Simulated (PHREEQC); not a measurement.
Dissolve 0.016 mol HF, 0.0076 mol (CH3)4NF and 6.8e-05 mol (NH4)2SiF6 per kg of water at 20 °C. Closed to the air; pH follows from the charge balance.

Equilibrium calculation in PHREEQC: ion-association model, phreeqc.dat.

Q: The ionic strength comes out as 0.00925 mol/kgw. What activity coefficients do HF2-, F-, SiF6-2, NH4+, H+ get?

A: HF2- 0.91, F- 0.90, SiF6-2 0.68, NH4+ 0.90, H+ 0.92.

Precipitation was switched off in this run. Species that the database lacks are ignored. (CH3)4N+ isn't in the database: it is added as a free cation with an ion size of 4 Å. SiF6-2 is the database's only silicon fluoride.
